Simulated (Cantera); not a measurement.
Cantera run, input and output.

```python
import numpy as np
import cantera as ct

gas = ct.Solution("gri30.yaml")


def delay(T, t_max=10):
    gas.TPX = T, 280000, {'CH4': 1, 'CO': 0.19, 'O2': 1.9, 'N2': 4.95, 'H2O': 0.24}
    reactor = ct.IdealGasConstPressureReactor(gas, clone=False)
    net = ct.ReactorNet([reactor])
    net.rtol, net.atol = 1e-8, 1e-16
    while net.time < t_max:
        t_old, T_old = net.time, reactor.T
        net.step()
        if reactor.T > T + 400:  # ignition: a rise of 400 K
            return t_old + (T + 400 - T_old) / (reactor.T - T_old) * (net.time - t_old)
    return np.nan


taus = []
for T in [1250, 1300, 1350, 1400, 1450, 1500, 1550, 1600]:
    taus.append(delay(T))
    print(f"T0 = {T:6g} K   tau = {taus[-1]:.4e} s")
```

Result:

```
T0 =   1250 K   tau = 8.8007e-03 s
T0 =   1300 K   tau = 4.5965e-03 s
T0 =   1350 K   tau = 2.4788e-03 s
T0 =   1400 K   tau = 1.3774e-03 s
T0 =   1450 K   tau = 7.8799e-04 s
T0 =   1500 K   tau = 4.6427e-04 s
T0 =   1550 K   tau = 2.8202e-04 s
T0 =   1600 K   tau = 1.7681e-04 s
```

Cantera simulation using GRI-Mech 3.0 (53 species, 325 reactions); the numbers are that mechanism's predictions, not measurements.
